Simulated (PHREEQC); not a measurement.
A PHREEQC input (ion-association model, wateq4f.dat):

```
SOLUTION 1
  temp 25
  units mg/kgw
  pH 6.18
  pe 12.2
  Na 0.636
  K 0.00753
  Ca 1.5
  Mg 0.524
  Cl 1.13
  S(6) 2.31 as S
  Alkalinity 4.26 as HCO3
  Ni 0.112
END
USE solution 1
EQUILIBRIUM_PHASES 1
  Quartz 0 0.5
  CO2(g) -2 10
END
```

The run finishes without an error or a warning.

Its last state differs from that of the intended input:

| quantity | as run | intended |
|---|---|---|
| ionic strength (mol/kgw) | 0.000329 | 0.000236 |
| CaSO4 (mol/kgw) | 4.45e-7 | 1.53e-7 |
| MgSO4 (mol/kgw) | 3.01e-7 | 1.04e-7 |
| NiSO4 (mol/kgw) | 2.18e-8 | 7.50e-9 |
| HSO4- (mol/kgw) | 1.40e-8 | 4.70e-9 |

Problem. One thing in the input isn't as intended. What explains the difference?

Solution. This is not unique; one that fits is The fault: sulfate typed 'as S' though the number is for SO4. The line should read `as SO4` where the input has `as S`.
